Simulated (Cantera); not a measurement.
## Stirred combustor or abatement burner

A perfectly stirred reactor is fed with 35.9 % H2, 12.8 % O2, 51.3 % N2, equivalence ratio 1.4, at 1.00 atm; it is adiabatic with a 500 K inlet, and is followed from long to short residence time, starting on the burning branch (τ in s: 0.064, 0.033, 0.017, 0.0091, 0.0047, 0.0025, 0.0013, 0.00067, 0.00035, 0.00018, 9.4e-05).

Detailed kinetics in Cantera: the H2/O2 subset of GRI-Mech 3.0, which has no nitrogen chemistry.

| τ (s) | T (K) | x H2 | x O2 | x HO2 | x H2O2 | x O |
|---|---|---|---|---|---|---|
| 0.064 | 2362 | 0.116 | 0.000119 | 7.37e-8 | 1.91e-8 | 9.69e-5 |
| 0.033 | 2352 | 0.115 | 0.000168 | 1.06e-7 | 2.45e-8 | 0.000131 |
| 0.017 | 2337 | 0.115 | 0.000253 | 1.64e-7 | 3.34e-8 | 0.000195 |
| 0.0091 | 2316 | 0.115 | 0.000389 | 2.58e-7 | 4.59e-8 | 0.000300 |
| 0.0047 | 2284 | 0.114 | 0.000629 | 4.20e-7 | 6.45e-8 | 0.000491 |
| 0.0025 | 2243 | 0.113 | 0.000997 | 6.57e-7 | 8.93e-8 | 0.000790 |
| 0.0013 | 2186 | 0.112 | 0.00159 | 1.02e-6 | 1.26e-7 | 0.00127 |
| 0.00067 | 2113 | 0.110 | 0.00248 | 1.58e-6 | 1.85e-7 | 0.00198 |
| 0.00035 | 2024 | 0.109 | 0.00370 | 2.40e-6 | 2.81e-7 | 0.00291 |
| 0.00018 | 1918 | 0.107 | 0.00540 | 3.66e-6 | 4.55e-7 | 0.00405 |
| 9.4e-5 | 1800 | 0.106 | 0.00765 | 5.60e-6 | 7.62e-7 | 0.00521 |
x: mole fraction; the columns are a selection and need not sum to one.
